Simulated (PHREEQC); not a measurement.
A made-up water analysis in mg/L, 38 °C, pH 1.99, pe 12.2:

```csv
constituent,mg/L
Na,133
K,17.6
Ca,59.8
Mg,30.9
Cl,44.8
S(6) as SO4,1510
Li,1.75
Cd,6.45
B,0.138
Si as SiO2,6.4
Al,6.49
Cu(2),0.0986
```

Valence states are taken as typed.

All values are PHREEQC results (ion-association model, wateq4f.dat), not measurements.

```yaml
ionic_strength: 0.0327 mol/kgw
total_alkalinity: -18.2 meq/kg
charge_balance_error: -3.6 %
```

```csv
species,molality,activity,log γ
H+,0.0118,0.0102,-0.061
SO4-2,0.00791,0.00404,-0.292
HSO4-,0.00642,0.00541,-0.074
Na+,0.00567,0.00479,-0.074
Cl-,0.00126,0.00106,-0.078
Ca+2,0.000993,0.000515,-0.285
Mg+2,0.000756,0.000399,-0.278
MgSO4,0.000517,0.000521,0.003
CaSO4,0.000462,0.000466,0.003
K+,0.000436,0.000365,-0.078
Li+,0.000248,0.000212,-0.069
AlSO4+,0.000180,0.000152,-0.074
NaSO4-,0.000124,0.000105,-0.071
H4SiO4,0.000107,0.000107,0.003
```

This is a speciation only: nothing precipitates in the calculation. Away from 25 °C the constants follow the database's enthalpies or fits; those with neither stay at their 25 °C values.
